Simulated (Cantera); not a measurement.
**Catalytic combustion on Pt**

An isothermal plug-flow reactor at 575 K and 0.370 bar (inlet), inlet velocity 0.07 m/s, active area per volume 4100 1/m; feed 0.638 % CO, 7.06 % O2, 90.0 % N2, 2.28 % H2O.

Computed with Cantera and Deutschmann's 1995 Pt surface mechanism with GRI-Mech 3.0 gas chemistry. Catalytic surfaces can have several steady states; this one follows from the mechanism file's or the stated starting coverage. Mass transfer to the wall is taken as infinitely fast.

```
z (m)       x CO    x O2   x H2O    x CO2  θ free Pt   θ O*    θ OH*     θ CO*
-------  -------  ------  ------  -------  ---------  -----  -------  --------
0.00011  0.00436  0.0697  0.0228  0.00203    0.00437  0.990  0.00331   0.00233
0.00021  0.00426  0.0697  0.0228  0.00213    0.00339  0.992  0.00292   0.00137
0.00041  0.00413  0.0696  0.0228  0.00225    0.00278  0.994  0.00264  0.000886
0.00079  0.00397  0.0695  0.0228  0.00242    0.00233  0.995  0.00242  0.000601
0.0015   0.00377  0.0694  0.0228  0.00262    0.00199  0.995  0.00224  0.000414
0.0029   0.00349  0.0693  0.0228  0.00290    0.00170  0.996  0.00207  0.000281
0.0057   0.00312  0.0691  0.0228  0.00328    0.00146  0.996  0.00192  0.000185
0.011    0.00266  0.0689  0.0228  0.00374    0.00127  0.997  0.00179  0.000119
```
x: gas mole fraction; θ: surface coverage.
